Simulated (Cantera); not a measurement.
Charge: 1 mol B₂O₃, 0.054 mol O₂, 190 mol N₂, held at 0.100 bar.

Equilibrium computed with Cantera from the NASA thermochemical tables; the gas is ideal and each condensed phase is pure. Candidate condensed phases: B, BN, B₂O₃; 17 gas species. Kinetics and transport are ignored.

x: gas mole fraction; n: condensed amount in mol.

```json
[
 {"T (°C)": "552", "x N₂": "1.000", "x B₂O₃": "<1e-12", "x BO₂": "<1e-12", "x O₂": "0.000284", "x NO": "1.26e-7", "n B₂O₃(l)": "1.00"},
 {"T (°C)": "652", "x N₂": "1.000", "x B₂O₃": "<1e-12", "x BO₂": "<1e-12", "x O₂": "0.000284", "x NO": "5.31e-7", "n B₂O₃(l)": "1.00"},
 {"T (°C)": "752", "x N₂": "1.000", "x B₂O₃": "1.08e-10", "x BO₂": "3.66e-11", "x O₂": "0.000283", "x NO": "1.69e-6", "n B₂O₃(l)": "1.00"},
 {"T (°C)": "852", "x N₂": "1.000", "x B₂O₃": "(withheld)", "x BO₂": "(withheld)", "x O₂": "0.000282", "x NO": "(withheld)", "n B₂O₃(l)": "1.000"},
 {"T (°C)": "952", "x N₂": "1.000", "x B₂O₃": "2.05e-7", "x BO₂": "2.13e-8", "x O₂": "0.000279", "x NO": "9.69e-6", "n B₂O₃(l)": "1.000"},
 {"T (°C)": "1052", "x N₂": "1.000", "x B₂O₃": "3.67e-6", "x BO₂": "2.45e-7", "x O₂": "0.000275", "x NO": "1.89e-5", "n B₂O₃(l)": "0.999"},
 {"T (°C)": "1152", "x N₂": "1.000", "x B₂O₃": "4.29e-5", "x BO₂": "1.97e-6", "x O₂": "0.000267", "x NO": "3.34e-5", "n B₂O₃(l)": "0.992"},
 {"T (°C)": "1252", "x N₂": "0.999", "x B₂O₃": "0.000359", "x BO₂": "1.19e-5", "x O₂": "0.000254", "x NO": "5.40e-5", "n B₂O₃(l)": "0.931"},
 {"T (°C)": "1352", "x N₂": "0.997", "x B₂O₃": "0.00227", "x BO₂": "5.66e-5", "x O₂": "0.000229", "x NO": "7.99e-5", "n B₂O₃(l)": "0.561"},
 {"T (°C)": "1452", "x N₂": "0.994", "x B₂O₃": "0.00516", "x BO₂": "(withheld)", "x O₂": "(withheld)", "x NO": "(withheld)", "n B₂O₃(l)": "0"},
 {"T (°C)": "1552", "x N₂": "0.994", "x B₂O₃": "0.00512", "x BO₂": "0.000231", "x O₂": "0.000154", "x NO": "0.000137", "n B₂O₃(l)": "0"},
 {"T (°C)": "1652", "x N₂": "0.994", "x B₂O₃": "0.00506", "x BO₂": "0.000339", "x O₂": "0.000113", "x NO": "0.000161", "n B₂O₃(l)": "0"},
 {"T (°C)": "1752", "x N₂": "0.994", "x B₂O₃": "0.00498", "x BO₂": "0.000465", "x O₂": "7.71e-5", "x NO": "0.000176", "n B₂O₃(l)": "0"},
 {"T (°C)": "1852", "x N₂": "0.994", "x B₂O₃": "0.00486", "x BO₂": "0.000609", "x O₂": "5.23e-5", "x NO": "0.000188", "n B₂O₃(l)": "0"}
]
```

**Question.** What belongs in the gaps?

**Answer.** 
- 852, x B₂O₃: 6.67e-9
- 852, x BO₂: 1.18e-9
- 852, x NO: 4.38e-6
- 1452, x BO₂: 0.000146
- 1452, x O₂: 0.000191
- 1452, x NO: 0.000108
